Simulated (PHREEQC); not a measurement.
Make-up at 65 °C: 17 mmol/kgw HF, 1.9 mmol/kgw KF, 0.6 mmol/kgw H4SiO4 and 14 mmol/kgw HCl. Closed to the air; pH follows from the charge balance.

The numbers come from PHREEQC with the ion-association model, phreeqc.dat.

No solid was allowed to form.

Order these F species by the share of F that they hold, largest first: HF2-, HF, F-, SiF6-2.

HF (81 %), SiF6-2 (17 %), F- (2.4 %), HF2- (0.32 %)

The pH is 1.92 and the ionic strength 0.0161 mol/kgw. At this temperature some constants are extrapolated from 25 °C, and those without enthalpy data are left unchanged. SiF6-2 is the database's only silicon fluoride.
